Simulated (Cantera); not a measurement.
Input: 1 mol SiH4, 0.039 mol C2H2, 1.6 mol H2, held at 0.00270 bar.

These are equilibrium values from Cantera (NASA tables, ideal gas, pure condensed phases), not measurements of a reactor. Candidate condensed phases: C, C6H6, C7H8, C8H18, Si, SiC; 87 gas species. Mutual solubility and eutectic melting of coexisting phases are not modelled. Gases not in the tables: Si2H6 and higher silanes. Equilibrium is a limit: real reactors are often held back by kinetics, nucleation or transport.

Which condensed phases are stable at each of these points (T (K)): 1500, 1650, 1800, 1950, 2100, 2250, 2400, 2550?


| T (K) | condensed phases | Si condensed (%) |
|---|---|---|
| 1500 | Si(s) + SiC(s) | 100.0 |
| 1650 | Si(s) + SiC(s) | 100.0 |
| 1800 | Si(l) + SiC(s) | 99.5 |
| 1950 | Si(l) + SiC(s) | 96.3 |
| 2100 | Si(l) + SiC(s) | 77.6 |
| 2250 | SiC(s) | 1.5 |
| 2400 | gas only | 0.0 |
| 2550 | gas only | 0.0 |

From 1500 K to 1650 K the condensed part is Si(s) + SiC(s). From 1800 K to 2100 K the condensed part is Si(l) + SiC(s). At 2250 K the condensed part is SiC(s). From 2400 K to 2550 K nothing is condensed.
